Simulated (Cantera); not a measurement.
## Thermodynamics of silicates and aluminates, feed SiO2 + MgCl2 + O2

Input: 1 mol SiO2, 2.3 mol MgCl2, 2.6 mol O2, at 1 atm.

Cantera equilibrium calculation (NASA polynomials, part measured and part estimated; ideal gas, pure solids and liquids). Candidate condensed phases: Mg, MgCl2, MgO, MgSiO3, Mg2SiO4, Si, SiO2; 20 gas species. Mutual solubility and eutectic melting of coexisting phases are not modelled. Condensed phases not in the tables: alloys, solid solutions and most ternary compounds. Kinetics and transport are ignored.

```
T (°C)  log p Cl2  log p O2  log p MgCl2  log p Cl  log p ClO  log p O  n Mg2SiO4(s)  n MgSiO3(s)  n MgSiO3(l)
------  ---------  --------  -----------  --------  ---------  -------  ------------  -----------  -----------
1302        -0.33     -0.40        -1.12     -1.19      -3.04    -5.17         1.000            0            0
1352        -0.34     -0.40        -1.13     -1.07      -2.94    -4.91         1.000            0            0
1402        -0.37     -0.40        -1.10     -0.96      -2.86    -4.67         0.979       0.0214            0
1452        -0.43     -0.40        -0.97     -0.87      -2.79    -4.44         0.850        0.150            0
1502        -0.50     -0.40        -0.86     -0.80      -2.74    -4.22         0.705        0.295            0
1552        -0.59     -0.39        -0.78     -0.74      -2.70    -4.01         0.555        0.445            0
1602        -0.70     -0.38        -0.70     -0.70      -2.67    -3.81         0.381            0        0.619
1652        -0.84     -0.37        -0.63     -0.68      -2.66    -3.62         0.193            0        0.807
1702        -0.98     -0.37        -0.58     -0.66      -2.66    -3.44        0.0347            0        0.965
1752        -1.07     -0.37        -0.58     -0.63      -2.64    -3.28             0            0        1.000
1802        -1.15     -0.38        -0.58     -0.59      -2.62    -3.12             0            0        1.000
```
log p: log10 of the partial pressure in bar; n: condensed amount in mol.

From 1302 °C to 1352 °C the condensed part is Mg2SiO4(s). From 1402 °C to 1552 °C the condensed part is MgSiO3(s) + Mg2SiO4(s). From 1602 °C to 1702 °C the condensed part is MgSiO3(l) + Mg2SiO4(s). From 1752 °C to 1802 °C the condensed part is MgSiO3(l). The main Si-bearing gas is SiCl4 throughout.
